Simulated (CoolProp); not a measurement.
Vapour-liquid equilibrium of R143a (1) + R134a (2) at 0.0315 MPa; x and y are mole fractions of (1).

Computed with CoolProp (multi-fluid Helmholtz-energy mixture model, Lemmon and Jacobsen 2000 and Tillner-Roth 1994; pair parameters Lemmon 2004).

### Question
Give the bubble temperature and the first vapour's composition at x = 0.05, 0.2, 0.8. Is there an azeotrope?

### Answer
x = 0.05: 222.7 K, y = 0.134; x = 0.2: 218.3 K, y = 0.435; x = 0.8: 206.7 K, y = 0.933. No azeotrope shows between x = 0.05 and 0.95.

Pair parameters are fitted to limited data, so mixtures are less certain than the pure fluids.
